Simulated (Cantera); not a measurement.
Input (Python, Cantera) and output of one run.

```python
import numpy as np
import cantera as ct

gas_names = """
    H2S H H2
""".split()
cond_names = """
    S(cr1) S(cr2) S(L)
""".split()


# ... load() reads the species with a 1 bar reference pressure and builds the phases ...
species = {s.name: s for s in load("nasa_gas.yaml", gas_names) + load("nasa_condensed.yaml", cond_names)}
# Each term lists the table entries of one substance; the one whose range holds T is used.
reactions = {
    'H2S(g) = S + 2 H(g)':
        [(-1, ['H2S']), (1, ['S(cr1)', 'S(cr2)', 'S(L)']), (2, ['H'])],
    'H2S(g) = S + H2(g)':
        [(-1, ['H2S']), (1, ['S(cr1)', 'S(cr2)', 'S(L)']), (1, ['H2'])],
}


def pick(names, T):
    return next(species[n] for n in names if species[n].thermo.min_temp <= T <= species[n].thermo.max_temp)


results = []
for label, terms in reactions.items():
    print(label)
    print("     T/K   dH/kJ  dS/(J/K)   dG/kJ   log10 K")
    for T in [548, 598, 648, 698, 748, 798]:
        used = [(nu, pick(names, T)) for nu, names in terms]
        dH = sum(nu * s.thermo.h(T) for nu, s in used) / 1e6
        dS = sum(nu * s.thermo.s(T) for nu, s in used) / 1e3
        dG = dH - T * dS / 1e3
        logK = -dG * 1e6 / (ct.gas_constant * T * np.log(10))
        results.append((label, T, dH, dS, dG, logK, [s.name for _, s in used]))
        print(f"{T:8g} {dH:8.1f} {dS:8.1f} {dG:8.1f} {logK:8.2f}")
```

Result:

```
H2S(g) = S + 2 H(g)
     T/K   dH/kJ  dS/(J/K)   dG/kJ   log10 K
     548    468.4     84.4    422.1   -40.24
     598    470.4     87.9    417.8   -36.50
     648    472.2     90.9    413.3   -33.32
     698    473.9     93.3    408.7   -30.59
     748    475.4     95.4    404.0   -28.21
     798    476.9     97.4    399.2   -26.13
H2S(g) = S + H2(g)
     T/K   dH/kJ  dS/(J/K)   dG/kJ   log10 K
     548     29.3    -21.9     41.3    -3.94
     598     30.7    -19.4     42.3    -3.70
     648     31.9    -17.5     43.2    -3.49
     698     32.9    -15.9     44.1    -3.30
     748     33.9    -14.7     44.8    -3.13
     798     34.8    -13.5     45.5    -2.98
```

Cantera with NASA thermochemical tables; ideal gases at 1 bar, condensed phases pure. Condensed species are held in their standard states even where they would react or evaporate.
